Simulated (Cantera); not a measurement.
Charge: 1 mol C₂H₅OH, 0.31 mol O₂, 1.1 mol H₂, held at 0.170 bar.

Equilibrium computed with Cantera from the NASA thermochemical tables; the gas is ideal and each condensed phase is pure. Candidate condensed phases: C, C₆H₆, C₇H₈, C₈H₁₈, H₂O; 110 gas species. Kinetics and transport are ignored. All values below are at 702 °C.

Base state: H₂ 0.706, CO 0.255, H₂O 0.0184, CH₄ 0.0106, CO₂ 0.0106 (mole fractions); condensed: C(graphite).

Q: What changes in the equilibrium state with this change: O₂ from 0.31 to 0.012 mol?

A: 
```tsv
species	before	after
H₂	0.706	0.786
CO	0.255	0.181
H₂O	0.0184	0.0145
CO₂	0.0106	0.00536
CH₄	0.0106	0.0132
C(graphite), mol	0.481	1.01
```
